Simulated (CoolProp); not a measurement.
Vapour-liquid equilibrium of ethylbenzene (1) + n-nonane (2) at 186.85 °C; x and y are mole fractions of (1).

Values from CoolProp's multi-fluid Helmholtz-energy mixture model, Zhou 2012 and Lemmon 2006; pair parameters Bell 2016.

```
x      bubble pressure, mixture model (bar)  bubble pressure, Raoult's law (bar)  y, mixture model  y, Raoult's law
-----  ------------------------------------  -----------------------------------  ----------------  ---------------
0.05                                  2.476                                2.457             0.072            0.068
0.125                                 2.573                                2.525             0.173            0.165
0.2                                   2.666                                2.594             0.266            0.256
0.275                                 2.756                                2.663             0.352            0.344
0.35                                  2.841                                2.731             0.431            0.426
0.425                                 2.920                                2.800             0.506            0.505
0.5                                   2.994                                2.869             0.575            0.580
0.575                                 3.062                                2.937             0.641            0.651
0.65                                  3.124                                3.006             0.705            0.719
0.725                                 3.179                                3.075             0.767            0.784
0.8                                   3.229                                3.143             0.829            0.847
0.875                                 3.272                                3.212             0.891            0.906
0.95                                  3.307                                3.281             0.956            0.963
```

The largest gap from Raoult's law is +4.4 % in bubble pressure, at x = 0.5. No azeotrope shows between x = 0.05 and 0.95.

The pair parameters rest on a limited set of measurements; away from them the model extrapolates.
